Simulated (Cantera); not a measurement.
Feed: 1 mol Ca(OH)2, 0.18 mol CO2, 3.7 mol H2O, at 101000 Pa.

Method: chemical equilibrium by Gibbs-energy minimisation in Cantera with the NASA 1993 tables (ideal gas, pure condensed phases). Candidate condensed phases: C, C6H6, C7H8, C8H18, Ca, CaCO3, CaO, Ca(OH)2, H2O; 115 gas species. Kinetics and transport are ignored.

x: gas mole fraction; n: condensed amount in mol.

```json
[
 {"T (K)": "500", "x H2O": "1.00", "x CO2": "4.28e-7", "x H2": "<1e-12", "x O2": "<1e-12", "x OH": "<1e-12", "n CaCO3(calcite)": "0.180", "n Ca(OH)2(s)": "0.820", "n CaO(s)": "0"},
 {"T (K)": "650", "x H2O": "1.000", "x CO2": "2.24e-5", "x H2": "5.92e-12", "x O2": "2.96e-12", "x OH": "<1e-12", "n CaCO3(calcite)": "0.180", "n Ca(OH)2(s)": "0.820", "n CaO(s)": "0"},
 {"T (K)": "800", "x H2O": "1.000", "x CO2": "0.000307", "x H2": "1.75e-9", "x O2": "8.68e-10", "x OH": "(withheld)", "n CaCO3(calcite)": "0.179", "n Ca(OH)2(s)": "0", "n CaO(s)": "0.821"},
 {"T (K)": "950", "x H2O": "0.982", "x CO2": "0.0184", "x H2": "8.59e-8", "x O2": "4.27e-8", "x OH": "(withheld)", "n CaCO3(calcite)": "0.0921", "n Ca(OH)2(s)": "0", "n CaO(s)": "0.908"},
 {"T (K)": "1100", "x H2O": "0.963", "x CO2": "0.0369", "x H2": "1.47e-6", "x O2": "7.39e-7", "x OH": "(withheld)", "n CaCO3(calcite)": "0", "n Ca(OH)2(s)": "0", "n CaO(s)": "1.00"},
 {"T (K)": "1250", "x H2O": "0.963", "x CO2": "0.0369", "x H2": "1.29e-5", "x O2": "6.52e-6", "x OH": "(withheld)", "n CaCO3(calcite)": "0", "n Ca(OH)2(s)": "0", "n CaO(s)": "1.00"},
 {"T (K)": "1400", "x H2O": "0.963", "x CO2": "0.0369", "x H2": "7.19e-5", "x O2": "3.62e-5", "x OH": "(withheld)", "n CaCO3(calcite)": "0", "n Ca(OH)2(s)": "0", "n CaO(s)": "1.000"},
 {"T (K)": "1550", "x H2O": "0.963", "x CO2": "0.0368", "x H2": "0.000288", "x O2": "0.000144", "x OH": "(withheld)", "n CaCO3(calcite)": "0", "n Ca(OH)2(s)": "0", "n CaO(s)": "1.000"},
 {"T (K)": "1700", "x H2O": "0.962", "x CO2": "0.0367", "x H2": "0.000904", "x O2": "0.000451", "x OH": "(withheld)", "n CaCO3(calcite)": "0", "n Ca(OH)2(s)": "0", "n CaO(s)": "1.000"},
 {"T (K)": "1850", "x H2O": "0.959", "x CO2": "0.0365", "x H2": "0.00236", "x O2": "0.00117", "x OH": "(withheld)", "n CaCO3(calcite)": "0", "n Ca(OH)2(s)": "0", "n CaO(s)": "1.000"},
 {"T (K)": "2000", "x H2O": "0.953", "x CO2": "0.0358", "x H2": "0.00534", "x O2": "0.00262", "x OH": "(withheld)", "n CaCO3(calcite)": "0", "n Ca(OH)2(s)": "0", "n CaO(s)": "1.000"},
 {"T (K)": "2150", "x H2O": "0.942", "x CO2": "0.0346", "x H2": "0.0108", "x O2": "0.00520", "x OH": "(withheld)", "n CaCO3(calcite)": "0", "n Ca(OH)2(s)": "0", "n CaO(s)": "0.999"}
]
```

### Question
Some entries are withheld; supply them.

### Answer

- 800, x OH: 2.20e-11
- 950, x OH: 2.73e-9
- 1100, x OH: 9.11e-8
- 1250, x OH: 1.33e-6
- 1400, x OH: 1.09e-5
- 1550, x OH: 5.97e-5
- 1700, x OH: 0.000242
- 1850, x OH: 0.000780
- 2000, x OH: 0.00210
- 2150, x OH: 0.00491
